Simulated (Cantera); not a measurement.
Feed: 1 mol BN, 0.21 mol H2O, equilibrated at 1848.15 K.

These are equilibrium values from Cantera (NASA tables, ideal gas, pure condensed phases), not measurements of a reactor. Candidate condensed phases: B, BN, B2O3, B3O3H3, H2O; 39 gas species. Mutual solubility and eutectic melting of coexisting phases are not modelled. Rates play no part.

### Question
Which condensed phases are stable at each of these points (P (Pa)): 1, 10, 100, 1000, 10000, 100000?

### Answer
```csv
P (Pa),condensed phases,B condensed (%)
1,B(s),78.8
10,BN(s),79.0
100,BN(s),79.8
1000,BN(s),82.7
10000,BN(s) + B2O3(l),92.1
100000,BN(s) + B2O3(l),98.8
```

At 1.00 Pa the condensed part is B(s). From 10.0 Pa to 10.0 mbar the condensed part is BN(s). From 0.100 bar to 1.00 bar the condensed part is BN(s) + B2O3(l).
